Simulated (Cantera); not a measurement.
Standard-state values (1 bar) from the NASA 1993 polynomials, evaluated with Cantera. Values are per mole of reaction as written; species without (g) are pure solids or liquids, kept so even where they would boil at 1 bar.

2 K₂SO₄ = 2 SO₃(g) + 4 K(g) + O₂(g)

```
T (K)  ΔH° (kJ)  ΔS° (J/K)  ΔG° (kJ)  log10 K
-----  --------  ---------  --------  -------
1848     2172.8      746.6     793.0   -22.41
1898        ___        ___       ___      ___
1948     2160.8      740.3     718.7   -19.27
1998     2154.9      737.3     681.7   -17.82
2048     2148.9      734.4     644.9   -16.45
2098        ___        ___       ___      ___
2148     2137.2      728.8     571.8   -13.90
```

Some entries are withheld; supply them.


- 1898, ΔH° (kJ): 2166.8
- 1898, ΔS° (J/K): 743.4
- 1898, ΔG° (kJ): 755.8
- 1898, log10 K: -20.80
- 2098, ΔH° (kJ): 2143.1
- 2098, ΔS° (J/K): 731.5
- 2098, ΔG° (kJ): 608.3
- 2098, log10 K: -15.14
